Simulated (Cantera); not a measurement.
Feed: 1 mol MgSO₄, 0.075 mol H₂, 0.28 mol H₂O, equilibrated at 2198 K and 0.00120 bar.

Method: chemical equilibrium by Gibbs-energy minimisation in Cantera with the NASA 1993 tables (ideal gas, pure condensed phases). The numbers say what is thermodynamically allowed, not how fast it happens.

```
species          before    after
-------------  --------  -------
H₂O               0.147    0.826
SO₂               0.488    0.174
SO₃             2.78e-5  3.52e-5
O₂                0.235  3.59e-7
O                0.0374    <1e-9
SO               0.0221    <1e-9
H                0.0159    <1e-9
Mg               0.0111    <1e-9
OH               0.0331  3.94e-9
MgO            0.000592    <1e-9
S              0.000294    <1e-9
MgOH           0.000263    <1e-9
H₂              0.00984  4.95e-8
Mg(OH)₂         2.43e-5    <1e-9
SH              1.04e-5    <1e-9
MgO(s), mol       0.977   0.0750
MgSO₄(s), mol         0    0.925
```
Gas species are given as mole fractions.

Question: What was changed between the two runs?
(A) temperature from 2198 K to 1950 K
(B) H₂O from 0.28 to 0.075 mol
(C) pressure from 0.00120 bar to 0.0180 bar
(D) temperature from 2198 K to 875 K

Answer: D, temperature from 2198 K to 875 K
